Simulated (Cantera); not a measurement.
Feed: 1 mol SO2, 0.41 mol O2, held at 2800000 Pa.

Cantera equilibrium calculation (NASA polynomials, part measured and part estimated; ideal gas, pure solids and liquids). Candidate condensed phases: S; 10 gas species. Equilibrium is a limit: real reactors are often held back by kinetics, nucleation or transport.

x: gas mole fraction; nothing condenses.

```csv
T (°C),x SO3,x SO2,x O2,x O
650,0.765,0.215,0.0194,<1e-12
750,0.616,0.312,0.0724,(withheld)
850,0.428,0.433,0.139,(withheld)
950,0.269,0.536,0.196,(withheld)
1050,0.162,0.605,0.233,(withheld)
1150,0.0979,0.646,0.256,(withheld)
1250,0.0612,0.670,0.269,(withheld)
1350,0.0399,0.683,0.277,(withheld)
1450,0.0271,0.692,0.281,(withheld)
1550,0.0191,0.697,0.284,(withheld)
```

Q: Some entries are withheld; supply them.

A: 
- 750, x O: 1.58e-11
- 850, x O: 3.10e-10
- 950, x O: 3.38e-9
- 1050, x O: 2.43e-8
- 1150, x O: 1.29e-7
- 1250, x O: 5.41e-7
- 1350, x O: 1.89e-6
- 1450, x O: 5.70e-6
- 1550, x O: 1.52e-5
